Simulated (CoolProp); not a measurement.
A single-stage vapour-compression cycle with c-C4F8 (RC318): evaporating at 313.15 K (dew point), condensing at 375.15 K (bubble point), superheat 2 K, subcooling 0 K, compressor efficiency 0.75, no pressure losses. Each further row changes one setting.

The numbers come from the reference Helmholtz-energy equation of state, Platzer 1990 in CoolProp. This equation is an older, rougher fit; its heat capacities, sound speeds and derivatives of the liquid may be far off and weren't checked against measurements.

```
case                              cooling COP  pressure ratio  discharge temperature (K)  refrigerating effect (kJ/kg)  volumetric capacity (kJ/m³)
--------------------------------  -----------  --------------  -------------------------  ----------------------------  ---------------------------
as stated                                1.01            4.34                      375.1                          18.7                          812
evaporating temperature 318.15 K         1.30            3.77                      375.1                          21.9                         1100
condensing temperature 370.15 K          1.49            3.92                      370.2                          26.3                         1150
subcooling 5 K                           1.45            4.34                      375.1                          26.9                         1170
superheat 12 K                           1.33            4.34                      375.1                          27.4                         1130
compressor efficiency 0.65              0.872            4.34                      375.1                          18.7                          812
```

The compression ends wet for: as stated; evaporating temperature 318.15 K; condensing temperature 370.15 K; subcooling 5 K; superheat 12 K; compressor efficiency 0.65.
